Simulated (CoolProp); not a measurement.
Methane along the isotherm 117.2 K: density (kg/m³) from the reference equation and from simpler models built on Tc = 190.6 K, pc = 45.99 bar, ω = 0.011; each cubic takes its own stable root.

Values from CoolProp's reference Helmholtz-energy equation of state, Setzmann 1991.

| p (bar) | phase | reference |
|---|---|---|
| 0.727 | gas | 1.224 |
| 1.49 | gas | 2.573 |
| 3.07 | liquid | 414.3 |
| 6.3 | liquid | 414.7 |
| 12.9 | liquid | 415.3 |
| 26.6 | liquid | 416.7 |
| 54.5 | liquid | 419.4 |
| 112 | liquid | 424.6 |
| 230 | liquid | 433.9 |

### Question
How far does each simpler model (Redlich-Kwong, Peng-Robinson) lie from the reference over these 9 states: mean and median of the absolute difference, and the worst?

### Answer
- Redlich-Kwong: mean 1792.6 %, median 0.9 %, worst +16126.2 % at 117.2 K and 1.49 bar
- Peng-Robinson: mean 9.7 %, median 12.4 %, worst +12.6 % at 117.2 K and 230 bar

At some of these states Redlich-Kwong gives the other phase, because its saturation line lies elsewhere.
